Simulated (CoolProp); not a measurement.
C2F6 (R116) along the isotherm 46.75 °C: fugacity coefficient from the reference equation and from simpler models built on Tc = 19.9 °C, pc = 3.048 MPa, ω = 0.257; each cubic takes its own stable root.

Model: reference Helmholtz-energy equation of state, Lemmon 2006, in CoolProp. It is a short technical equation, of lower accuracy than the large ones.

```
p (MPa)  phase  reference
-------  -----  ---------
0.102      gas     0.9918
0.203      gas     0.9837
0.305      gas     0.9755
0.406      gas     0.9674
0.508      gas     0.9593
0.61       gas     0.9512
0.711      gas     0.9432
0.813      gas     0.9351
0.914      gas     0.9272
1.02       gas     0.9188
1.12       gas     0.9110
1.22       gas     0.9032
1.32       gas     0.8954
1.42       gas     0.8876
1.52       gas     0.8798
```

How far does each simpler model (van der Waals, Peng-Robinson) lie from the reference over these 15 states: mean and median of the absolute difference, and the worst?


- van der Waals: mean 0.1 %, median 0.1 %, worst +0.2 % at 46.75 °C and 1.52 MPa
- Peng-Robinson: mean 1.0 %, median 1.0 %, worst -1.9 % at 46.75 °C and 1.52 MPa
